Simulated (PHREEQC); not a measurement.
City or well water: speciation

Model water analysis in mmol/kgw, 55 °C, pH 7.04, pe 10.8: Na 0.727; K 0.236; Ca 0.386; Mg 0.178; Cl 0.507; S(6) 0.0312; Alkalinity (meq/kgw) 1.48; B 0.00302; Sr 0.00258; Pb 0.0207; Cd 0.0412; Br 0.000516; Si 0.00493.

Valence states are taken as typed.

The numbers come from PHREEQC with the ion-association model, phreeqc.dat.

Precipitation was switched off in this run.

Q: Predict the specific conductance, charge-balance error.

A: specific conductance 381 µS/cm; charge-balance error 4.1 %.

Q: In which forms is Ca present?

A: Ca+2 98 %, CaHCO3+ 1.8 % of the Ca.

Saturation is exceeded, for instance for Otavite, Pb(OH)2; the values hold only as long as no solid forms. Constants without temperature data keep their 25 °C values here.
